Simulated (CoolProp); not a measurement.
Vapour-liquid equilibrium of isohexane (1) + n-heptane (2) at 289.8 K; x and y are mole fractions of (1).

The numbers come from the multi-fluid Helmholtz-energy mixture model, Lemmon 2006 and Span 2003; pair parameters Bell 2016 in CoolProp.

```tsv
x	bubble pressure (MPa)	y at the bubble point	dew pressure at overall composition x (MPa)	liquid density (mol/L)
0.05	0.004768	0.210	0.004125	6.886
0.15	0.006357	0.468	0.004504	6.957
0.25	0.007919	0.622	0.004959	7.029
0.35	0.009471	0.725	0.005515	7.103
0.45	0.01102	0.799	0.006211	7.178
0.55	0.01259	0.856	0.007104	7.255
0.65	0.01416	0.900	0.008291	7.332
0.75	0.01575	0.936	0.009947	7.411
0.85	0.01735	0.965	0.01241	7.492
0.95	0.01895	0.989	0.01648	7.573
```

No azeotrope shows between x = 0.05 and 0.95.

Pair parameters are fitted to limited data, so mixtures are less certain than the pure fluids. The gap from Raoult's law changes sign with composition, which may be real or a fault of the pair parameters; it wasn't checked against measurements.
